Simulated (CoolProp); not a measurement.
A single-stage vapour-compression cycle with the fluid: evaporating at 298.15 K (dew point), condensing at 319.15 K (bubble point), superheat 10 K, subcooling 5 K, compressor efficiency 0.7, no pressure losses. The same conditions are run with several fluids, on thermodynamics alone (safety and materials aside).

The numbers come from the reference Helmholtz-energy equation of state of each fluid (R1336mzz(E): Akasaka 2023; R124: de Vries 1995; carbonyl sulfide: Lemmon 2006; R1336mzz(Z): McLinden 2020; n-perfluorohexane: Gao 2022; R21: Platzer 1990) in CoolProp. The equations of Platzer and Polt are older, rougher fits.

| fluid | cooling COP | pressure ratio | discharge temperature (K) | refrigerating effect (kJ/kg) | volumetric capacity (kJ/m³) |
|---|---|---|---|---|---|
| R1336mzz(E) | 9.40 | 1.98 | 328.5 | 133 | 1770 |
| R124 | 9.30 | 1.83 | 332.2 | ___ | 3070 |
| carbonyl sulfide | 8.80 | 1.63 | 351.4 | 232 | 8140 |
| R1336mzz(Z) | 9.56 | 2.13 | 328.8 | 157 | 770 |
| n-perfluorohexane | 9.45 | 2.33 | ___ | 84.4 | 335 |
| R21 | 9.43 | 1.94 | 348.4 | 220 | ___ |

Problem. Fill in the missing entries.

Solution. 
- R124, refrigerating effect (kJ/kg): 136
- n-perfluorohexane, discharge temperature (K): 319.6
- R21, volumetric capacity (kJ/m³): 1690
